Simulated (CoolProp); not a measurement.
Properties of R1336mzz(E) along the isobar 1.01 bar.

The numbers come from the reference Helmholtz-energy equation of state, Akasaka 2023 in CoolProp.

```tsv
T (K)	phase	density (kg/m³)	cv (kJ/(kg K))	Joule-Thomson coefficient (K/MPa)	expansivity (1/kK)	fugacity coefficient
258.9	liquid	1435	0.8621	-0.3086	1.805	0.3644
302.1	gas	6.853	0.7756	24.60	[?]	0.9638
323.6	gas	6.344	0.7957	19.96	3.424	0.9715
345.2	gas	5.910	[?]	16.53	3.143	0.9773
366.8	gas	5.536	0.8301	13.94	2.913	0.9816
388.4	gas	5.210	[?]	11.93	2.719	0.9850
410	gas	4.922	0.8594	10.34	2.552	0.9877
```

Problem. Some entries are withheld; supply them.

Solution. 
- 302.1, expansivity (1/kK): 3.777
- 345.2, cv (kJ/(kg K)): 0.8138
- 388.4, cv (kJ/(kg K)): 0.8452
